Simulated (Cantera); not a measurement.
# Equilibrium for abatement and gas-phase synthesis: H₂S + O₂ + N₂

Charge: 1 mol H₂S, 2.1 mol O₂, a varied amount of N₂, at 3173.15 K and 1 atm.

Method: chemical equilibrium by Gibbs-energy minimisation in Cantera with the NASA 1993 tables (ideal gas, pure condensed phases). Candidate condensed phases: H₂O, H₂SO₄, S; 35 gas species. The numbers say what is thermodynamically allowed, not how fast it happens.

From 0.72 mol N₂ to 42 mol N₂ nothing is condensed.

```
n(N₂) (mol)   x N₂    x SO₂    x H₂O     x O₂     x OH     x O    x SO     x H     x H₂    x NO
-----------  -----  -------  -------  -------  -------  ------  ------  ------  -------  ------
0.72         0.174    0.193    0.159    0.146   0.0866  0.0754  0.0604  0.0464   0.0320  0.0228
1.1          0.244    0.172    0.141    0.131   0.0793  0.0714  0.0570  0.0450   0.0300  0.0256
1.8          0.344    0.143    0.116    0.110   0.0689  0.0654  0.0516  0.0426   0.0270  0.0278
2.8          0.446    0.114   0.0914   0.0894   0.0581  0.0590  0.0458  0.0399   0.0236  0.0286
4.4          0.553   0.0854   0.0672   0.0687   0.0467  0.0517  0.0391  0.0365   0.0198  0.0279
6.9          0.653   0.0602   0.0461   0.0502   0.0357  0.0442  0.0323  0.0327   0.0159  0.0259
11           0.742   0.0393   0.0291   0.0345   0.0258  0.0367  0.0254  0.0285   0.0121  0.0229
17           0.809   0.0250   0.0177   0.0234   0.0183  0.0302  0.0197  0.0245  0.00894  0.0197
27           0.864   0.0147  0.00975   0.0149   0.0121  0.0240  0.0145  0.0204  0.00618  0.0162
42           0.903  0.00838  0.00517  0.00930  0.00785  0.0190  0.0104  0.0167  0.00414  0.0131
```
x: gas mole fraction; nothing condenses.
